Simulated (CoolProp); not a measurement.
Values from CoolProp's reference Helmholtz-energy equation of state, Penoncello 2003.

Question: For CHF3 (R23), give the phase and the cv (kJ/(kg K)), speed of sound (m/s), Joule-Thomson coefficient (K/MPa), isothermal compressibility (1/MPa) at 134.8 K and 1.52 bar.

Answer: 
- 134.8 K and 1.52 bar: liquid; cv 0.737, speed of sound 1140, Joule-Thomson coefficient -0.368, isothermal compressibility 0.000754
